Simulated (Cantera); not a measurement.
# Silicon carbide growth: (CH3)2SiCl2 + C2H2 + H2

Feed: 1 mol (CH3)2SiCl2, 0.074 mol C2H2, 36 mol H2, equilibrated at 5600 Pa.

Cantera equilibrium calculation (NASA polynomials, part measured and part estimated; ideal gas, pure solids and liquids). Candidate condensed phases: C, C6H6, C7H8, C8H18, Si, SiC; 109 gas species. The feed counts by its element totals alone. The tables' values for SiCl are old estimates; treat these amounts as uncertain. Gases not in the tables: Si2H6 and higher silanes. Rates play no part.

From 900 K to 2300 K the condensed part is C(graphite) + SiC(s). At 2500 K the condensed part is C(graphite). The main Si-bearing gas is SiCl4 at 900 K and Si at 2500 K. The share of Si in condensed phases is highest at 1300 K (99.9 %) and lowest at 2500 K (0.0 %).

| T (K) | log p H2 | log p H | log p HCl | log p CH4 | log p Si | n C(graphite) | n SiC(s) |
|---|---|---|---|---|---|---|---|
| 900 | -1.28 | -10.57 | -2.69 | -3.06 | <-13 | 0.678 | 0.857 |
| 1100 | -1.27 | -8.22 | -2.56 | -3.99 | <-13 | 1.08 | 0.996 |
| 1300 | -1.27 | -6.59 | -2.55 | -4.65 | -12.89 | 1.13 | 0.999 |
| 1500 | -1.27 | -5.39 | -2.55 | -5.14 | -10.12 | 1.14 | 0.997 |
| 1700 | -1.27 | -4.47 | -2.56 | -5.51 | -8.00 | 1.15 | 0.994 |
| 1900 | -1.28 | -3.74 | -2.56 | -5.80 | -6.33 | 1.13 | 0.989 |
| 2100 | -1.28 | -3.15 | -2.57 | -6.04 | -4.98 | 1.06 | 0.972 |
| 2300 | -1.29 | -2.66 | -2.59 | -6.26 | -3.87 | 0.961 | 0.828 |
| 2500 | -1.33 | -2.27 | -2.64 | -6.49 | -3.10 | 0.976 | 0 |
log p: log10 of the partial pressure in bar; n: condensed amount in mol.
